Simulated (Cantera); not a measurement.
Feed: 1 mol C2H2, 8.5 mol H2, held at 2373.15 K and 5.60 bar.

Method: chemical equilibrium by Gibbs-energy minimisation in Cantera with the NASA 1993 tables (ideal gas, pure condensed phases). Candidate condensed phases: C, C6H6, C7H8, C8H18; 76 gas species. Equilibrium is a limit: real reactors are often held back by kinetics, nucleation or transport.

Base state: H2 0.987, C2H2 (acetylene) 0.00608, H 0.00587, CH4 0.00102, CH3 0.000112, C2H4 3.92e-5, C4H2 1.54e-5 (mole fractions); condensed: C(graphite).

**Question.** What changes in the equilibrium state with this change: temperature from 2373.15 K to 2475 K?

**Answer.** 
```csv
species,before,after
H2,0.987,0.980
C2H2 (acetylene),0.00608,0.00953
H,0.00587,0.00941
C4H2,1.54e-5,3.82e-5
CH3,0.000112,0.000146
CH4,0.00102,0.000840
C2H4,3.92e-5,4.16e-5
"C(graphite), mol",1.87,1.81
```
